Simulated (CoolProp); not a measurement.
Vapour-liquid equilibrium of benzene (1) + ethylbenzene (2) at 167.95 °C; x and y are mole fractions of (1).

Values from CoolProp's multi-fluid Helmholtz-energy mixture model, Thol 2012 and Zhou 2012; pair parameters Bell 2016.

| x | bubble pressure (MPa) | y at the bubble point | dew pressure at overall composition x (MPa) | liquid density (mol/L) |
|---|---|---|---|---|
| 0.05 | 0.2450 | 0.134 | 0.2298 | 6.946 |
| 0.2 | 0.3195 | 0.428 | 0.2586 | 7.232 |
| 0.35 | 0.4008 | 0.622 | 0.2957 | 7.534 |
| 0.5 | 0.4892 | 0.759 | 0.3454 | ? |
| 0.65 | 0.5844 | 0.858 | ? | 8.189 |
| 0.8 | ? | 0.931 | ? | 8.540 |
| 0.95 | ? | 0.985 | 0.7193 | 8.905 |

### Question
Fill in the missing entries.

### Answer

- 0.5, liquid density (mol/L): 7.853
- 0.65, dew pressure at overall composition x (MPa): 0.4159
- 0.8, bubble pressure (MPa): 0.6854
- 0.8, dew pressure at overall composition x (MPa): 0.5246
- 0.95, bubble pressure (MPa): 0.7905

No azeotrope shows between x = 0.05 and 0.95.

The pair parameters rest on a limited set of measurements; away from them the model extrapolates.
